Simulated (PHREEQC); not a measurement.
Make-up at 20 °C: 0.0165 mol/kgw Na2B4O7. It is in equilibrium with CO2 at log p = -1 (atm). Otherwise closed; pH follows from the charge balance.

Equilibrium calculation in PHREEQC: Pitzer model, pitzer.dat.

No solid was allowed to form.

Problem. Estimate the pH.

Solution. pH 7.26.

Problem. In which forms is C present?

Solution. HCO3- 89 %, CO2 11 % of the C.

Complexes and solids missing from the database can't appear.
